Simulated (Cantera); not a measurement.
Charge: 1 mol SiH₄, 18 mol N₂, 0.21 mol H₂, 0.12 mol NH₃, held at 36.0 Pa.

Method: chemical equilibrium by Gibbs-energy minimisation in Cantera with the NASA 1993 tables (ideal gas, pure condensed phases). Candidate condensed phases: Si, Si₃N₄; 18 gas species. The tables' values for SiN are old estimates; treat these amounts as uncertain. Rates play no part. All values below are at 1698 K.

Base state: N₂ 0.880, H₂ 0.115, H 0.00259, Si 0.00182, Si₂N 3.58e-5, SiN 1.98e-5, SiH 1.83e-5 (mole fractions); condensed: Si(l).

### Question
What changes in the equilibrium state with this change: pressure from 36.0 Pa to 41000 Pa?

### Answer
```tsv
species	before	after
N₂	0.880	0.879
H₂	0.115	0.121
H	0.00259	7.85e-5
Si	0.00182	4.15e-8
Si₂N	3.58e-5	<1e-9
SiN	1.98e-5	1.52e-8
Si(l), mol	0.960	0
Si₃N₄(s), mol	0	0.333
```
